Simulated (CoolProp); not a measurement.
Vapour-liquid equilibrium of methanol (1) + n-undecane (2) at 411.5 K; x and y are mole fractions of (1).

Computed with CoolProp (multi-fluid Helmholtz-energy mixture model, de Reuck 1993 and Aleksandrov 2011; pair parameters Bell 2016).

```csv
x,bubble pressure (MPa),y at the bubble point,dew pressure at overall composition x (MPa),liquid density (mol/L)
0.05,0.03453,0.468,0.02026,4.362
0.2,___,___,0.02376,___
0.35,0.5612,0.977,___,6.011
0.5,0.8008,0.985,___,7.248
0.65,0.8721,___,___,9.043
0.8,0.9006,0.988,0.08305,___
0.95,0.9931,0.995,0.2807,17.56
```

Q: Complete the blanks.

A: 
- 0.2, bubble pressure (MPa): 0.2197
- 0.2, y at the bubble point: 0.934
- 0.2, liquid density (mol/L): 5.089
- 0.35, dew pressure at overall composition x (MPa): 0.02875
- 0.5, dew pressure at overall composition x (MPa): 0.03650
- 0.65, y at the bubble point: 0.987
- 0.65, dew pressure at overall composition x (MPa): 0.05035
- 0.8, liquid density (mol/L): 11.97

No azeotrope shows between x = 0.05 and 0.95.

The pair parameters rest on a limited set of measurements; away from them the model extrapolates. The gap from Raoult's law changes sign with composition, which may be real or a fault of the pair parameters; it wasn't checked against measurements. With so large a gap from Raoult's law the liquid may split in two, which this calculation doesn't test in full.
